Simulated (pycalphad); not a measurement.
All values are pycalphad results on the COST 507 light-alloy database (1999) (1 atm), not direct measurements. The data set is of 1999 and partly superseded. Amounts are mole fractions of atoms.

Problem. Give the equilibrium state of Y-1Si (at.%) at 1770 K.

Solution. 
```
T = 1770.00 K, P = 101325 Pa, N = 1 mol of atoms
G = -128959 J/mol, H = 60642 J/mol, S = 107.12 J/(mol K)  (SER reference)
chemical potentials (J/mol): Y -127318, Si -291457
phase             fraction       x(Y)      x(Si)
LIQUID              0.9191     0.9891     0.0109
BCC_A2              0.0809     1.0000   1.49e-11
```

Problem. Give the equilibrium state of Y-1Si (at.%) at 1690 K.

Solution. 
```
T = 1690.00 K, P = 101325 Pa, N = 1 mol of atoms
G = -120813 J/mol, H = 46327 J/mol, S = 98.90 J/(mol K)  (SER reference)
chemical potentials (J/mol): Y -119467, Si -254114
phase             fraction       x(Y)      x(Si)
HCP_A3              0.7529     1.0000   4.44e-11
LIQUID              0.2471     0.9595     0.0405
```

BCC_A2 is bcc; HCP_A3 is hcp.
